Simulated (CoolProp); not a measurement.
Saturation properties of tetradecamethylhexasiloxane (MD4M) (Tc = 653.2 K, pc = 0.8286 MPa, ω = 0.800).

The numbers come from the reference Helmholtz-energy equation of state, Thol 2019 in CoolProp.

| T (K) | p (MPa) | liquid density (kg/m³) | vapour density (kg/m³) |
|---|---|---|---|
| 352.9 | 8.383e-5 | 833.5 | 0.01312 |
| 372.8 | 0.0003003 | 814.0 | 0.04452 |
| 392.7 | 0.0009018 | (withheld) | 0.1272 |
| 412.5 | 0.002329 | (withheld) | 0.3139 |
| 432.4 | 0.005353 | 753.8 | 0.6927 |
| 452.3 | 0.01111 | 732.7 | 1.388 |
| 472.1 | 0.02109 | 711.0 | (withheld) |
| 492 | 0.03739 | (withheld) | 4.456 |
| 511.9 | 0.06242 | 664.5 | 7.358 |
| 531.7 | 0.09880 | 639.4 | 11.65 |
| 551.6 | 0.1502 | 612.2 | 17.95 |
| 571.4 | 0.2200 | 582.3 | 27.09 |
| 591.3 | 0.3135 | 548.2 | (withheld) |
| 611.2 | (withheld) | 507.0 | 61.87 |

**Question.** Some entries are withheld; supply them.

**Answer.** 
- 392.7, liquid density (kg/m³): 794.3
- 412.5, liquid density (kg/m³): 774.3
- 472.1, vapour density (kg/m³): 2.564
- 492, liquid density (kg/m³): 688.3
- 591.3, vapour density (kg/m³): 40.71
- 611.2, p (MPa): 0.4362

It boils at 532.8 K under 1 atm.
